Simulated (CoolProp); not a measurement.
The fluid at 445.98 K and 0.0903 MPa flows at 0.22 m/s in a round tube of 6 mm bore and 45 µm roughness, fully developed (64/Re and Nu = 3.66 if laminar; Colebrook and Gnielinski if turbulent). The same conditions are run with several fluids, on thermodynamics alone (safety and materials aside).

Values from CoolProp's reference Helmholtz-energy equation of state of each fluid (n-nonane: Lemmon 2006; n-hexane: Thol 2019; methanol: de Reuck 1993; n-pentane: Thol 2019; R124: de Vries 1995).

```tsv
fluid	Reynolds number	Darcy friction factor	pressure drop (Pa/m)	heat-transfer coefficient (W/(m² K))	mass flow (kg/h)
n-nonane	…	0.119	…	14.3	0.0730
n-hexane	…	0.212	1.83	17.6	0.0478
methanol	…	0.898	2.85	19.0	0.0176
n-pentane	232	0.276	1.98	19.6	0.0398
R124	230	0.278	3.75	16.0	0.0748
```

**Question.** Fill in the missing entries.

**Answer.** 
- n-nonane, Reynolds number: 540
- n-nonane, pressure drop (Pa/m): 1.56
- n-hexane, Reynolds number: 302
- methanol, Reynolds number: 71.3

Transport values come from each fluid's own correlations; those of n-pentane, R124 are estimates that may be off by 10 % or more.
